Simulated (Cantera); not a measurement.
An isothermal, constant-pressure homogeneous reactor starts with 47.6 % C₂H₆, 52.4 % H₂, at 1925 K and 1.01 bar.

Detailed kinetics in Cantera: GRI-Mech 3.0 (53 species, 325 reactions). GRI-Mech 3.0 stops at C3 and has no aromatics, soot or wall deposition, so with more carbon than oxygen in the feed, carbon stays in small species such as C2H2 where larger ones or solid carbon would form.

One state of this run: x C₂H₆ = 1.01e-6; x H₂ = 0.749; x CH₃ = 0.000172; x CH₂ = 2.34e-7; x C₂H = 3.81e-6. x: mole fraction; the columns are a selection and need not sum to one.

**Question.** Which value of t (s) does it belong to?
A) 0.897
B) 0.0289
C) 0.00519
D) 0.000167

**Answer.** A, 0.897
